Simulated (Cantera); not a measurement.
Charge: 1 mol Pb, 0.17 mol CO2, a varied amount of H2, 0.19 mol H2O, held at 1548.15 K and 0.278 Torr.

Method: chemical equilibrium by Gibbs-energy minimisation in Cantera with the NASA 1993 tables (ideal gas, pure condensed phases). Candidate condensed phases: C, C6H6, C7H8, C8H18, H2O, Pb, PbO, PbO2, Pb3O4; 113 gas species. Rates play no part.

Q: At 27 mol H2, list the 6 most abundant gas species with their mole fractions, and the condensed phases.

A: H2 0.945, Pb 0.0352, H2O 0.0127, CO 0.00596, H 0.00156, CO2 2.86e-5. Condensed: gas only.
